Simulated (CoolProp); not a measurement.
The numbers come from the reference Helmholtz-energy equation of state, Lemmon 2013 in CoolProp.

Q: Give the vapour pressure (kPa), surface tension (mN/m), vapour viscosity (µPa s) of saturated propylene at 218.9, 263.2, 270.6 K.

A: 
| T (K) | p (kPa) | surface tension (mN/m) | vapour viscosity (µPa s) |
|---|---|---|---|
| 218.9 | 74.2 | 17.7 | 6.17 |
| 263.2 | 429 | 11.5 | 7.47 |
| 270.6 | 541 | 10.5 | 7.72 |

Viscosity comes from a separate model (Huber 2003), an estimate that may be off by 10 % or more. Surface tension comes from a separate correlation (Mulero 2012).
